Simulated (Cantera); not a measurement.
Input: 1 mol CaF₂, 1.2 mol H₂, 81 mol N₂, 0.042 mol O₂, at 1800 K.

Cantera equilibrium calculation (NASA polynomials, part measured and part estimated; ideal gas, pure solids and liquids). Candidate condensed phases: Ca, CaF₂, CaO, Ca(OH)₂, H₂O; 47 gas species. Mutual solubility and eutectic melting of coexisting phases are not modelled. The numbers say what is thermodynamically allowed, not how fast it happens.

x: gas mole fraction; n: condensed amount in mol.

```json
[
 {"P (Pa)": "0.100", "x N₂": "0.961", "x H": "0.0142", "x H₂": "0.00157", "x HF": "0.0107", "x CaF₂": "0.00511", "n CaO(s)": "0", "n CaF₂(l)": "0"},
 {"P (Pa)": "1.60", "x N₂": "0.967", "x H": "0.00708", "x H₂": "0.00626", "x HF": "0.00797", "x CaF₂": "0.00673", "n CaO(s)": "0.0336", "n CaF₂(l)": "0"},
 {"P (Pa)": "25", "x N₂": "0.971", "x H": "…", "x H₂": "…", "x HF": "…", "x CaF₂": "…", "n CaO(s)": "…", "n CaF₂(l)": "0"},
 {"P (Pa)": "400", "x N₂": "0.973", "x H": "0.000633", "x H₂": "0.0125", "x HF": "0.00311", "x CaF₂": "0.0100", "n CaO(s)": "0.0796", "n CaF₂(l)": "0"},
 {"P (Pa)": "6300", "x N₂": "0.979", "x H": "…", "x H₂": "0.0133", "x HF": "…", "x CaF₂": "…", "n CaO(s)": "0.0803", "n CaF₂(l)": "…"},
 {"P (Pa)": "100000", "x N₂": "0.984", "x H": "4.17e-5", "x H₂": "0.0135", "x HF": "0.00142", "x CaF₂": "0.000347", "n CaO(s)": "0.0582", "n CaF₂(l)": "0.913"}
]
```

**Question.** What belongs in the gaps?

**Answer.** 
- 25, x H: 0.00233
- 25, x H₂: 0.0106
- 25, x HF: 0.00500
- 25, x CaF₂: 0.00866
- 25, n CaO(s): 0.0706
- 6300, x H: 0.000165
- 6300, x HF: 0.00214
- 6300, x CaF₂: 0.00551
- 6300, n CaF₂(l): 0.449
